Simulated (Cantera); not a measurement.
A perfectly stirred reactor is fed with CH4 : O2 : N2 = 0.028 : 0.0033 : 1 (molar parts), equivalence ratio 17, at 0.520 bar; it is held at 1525 K, and followed from long to short residence time.

Computed with Cantera and GRI-Mech 3.0 (53 species, 325 reactions). GRI-Mech 3.0 stops at C3 and has no aromatics, soot or wall deposition, so with more carbon than oxygen in the feed, carbon stays in small species such as C2H2 where larger ones or solid carbon would form.

| quantity | before | after |
|---|---|---|
| x(CH4) at τ = 0.370 s | 0.0150 | 0.0182 |
| x(O2) at τ = 0.370 s | 0.000477 | 0.000152 |
| x(CO2) at τ = 0.370 s | 9.56e-5 | 1.06e-5 |
| x(C2H2) at τ = 0.370 s | 0.00450 | 0.00386 |
| x(NO2) at τ = 0.370 s | <1e-12 | <1e-12 |
| x(CH4) at τ = 18.0 ms | 0.0258 | 0.0265 |
| x(O2) at τ = 18.0 ms | 0.00297 | 0.000648 |
| x(CO2) at τ = 18.0 ms | 8.89e-6 | 1.53e-6 |
| x(C2H2) at τ = 18.0 ms | 0.000132 | 7.32e-5 |
| x(NO2) at τ = 18.0 ms | <1e-12 | <1e-12 |

Q: Name the change that produced these shifts.
(A) temperature 1525 to 1300 K
(B) temperature 1525 to 1375 K
(C) O2 0.0033 to 0.0007 parts
(D) pressure from 0.520 bar to 1.01 bar

A: C, O2 0.0033 to 0.0007 parts
